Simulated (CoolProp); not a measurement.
Vapour-liquid equilibrium of carbonyl sulfide (1) + propane (2) at 21.75 °C; x and y are mole fractions of (1).

The numbers come from the multi-fluid Helmholtz-energy mixture model, Lemmon 2006 and Lemmon 2009; pair parameters Bell 2016 in CoolProp.

```csv
x,bubble pressure (MPa),y at the bubble point,dew pressure at overall composition x (MPa),liquid density (mol/L)
0.05,0.8960,0.067,0.8909,11.47
0.15,0.9326,0.189,0.9210,11.86
0.25,0.9652,0.300,0.9505,12.28
0.35,0.9950,0.405,0.9794,12.74
0.45,1.023,0.505,1.008,13.23
0.55,1.050,0.602,1.036,13.75
0.65,1.078,0.697,1.064,14.32
0.75,1.106,0.788,1.094,14.92
0.85,1.135,0.877,1.126,15.57
0.95,1.165,0.960,1.161,16.27
```

No azeotrope shows between x = 0.05 and 0.95.

The pair parameters rest on a limited set of measurements; away from them the model extrapolates.
